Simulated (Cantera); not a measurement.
Gas activation for diamond growth

A perfectly stirred reactor is fed with 1.77 % CH₄, 98.1 % H₂, 0.147 % N₂, at 0.260 bar; it is held at 2423 K, and followed from long to short residence time.

Model: GRI-Mech 3.0 (53 species, 325 reactions), integrated in Cantera. GRI-Mech 3.0 stops at C3 and has no aromatics, soot or wall deposition, so with more carbon than oxygen in the feed, carbon stays in small species such as C2H2 where larger ones or solid carbon would form.

```csv
τ (s),x CH₄,x H₂,x HCN,x C₂H₄,x CH₂
3.2,5.45e-5,0.956,0.000119,2.01e-6,2.00e-6
1.7,6.32e-5,0.956,7.49e-5,2.02e-6,2.31e-6
0.90,7.72e-5,0.956,4.86e-5,2.03e-6,2.80e-6
0.48,9.83e-5,0.956,3.28e-5,2.04e-6,3.53e-6
0.25,0.000131,0.956,2.23e-5,2.06e-6,4.63e-6
0.14,0.000174,0.957,1.60e-5,2.10e-6,5.99e-6
0.072,0.000247,0.957,1.09e-5,2.19e-6,8.11e-6
0.038,0.000353,0.958,7.41e-6,2.34e-6,1.08e-5
0.020,0.000517,0.959,4.94e-6,2.62e-6,1.45e-5
0.011,0.000751,0.961,3.30e-6,3.13e-6,1.87e-5
0.0058,0.00114,0.962,2.06e-6,4.15e-6,2.44e-5
```
x: mole fraction; the columns are a selection and need not sum to one.
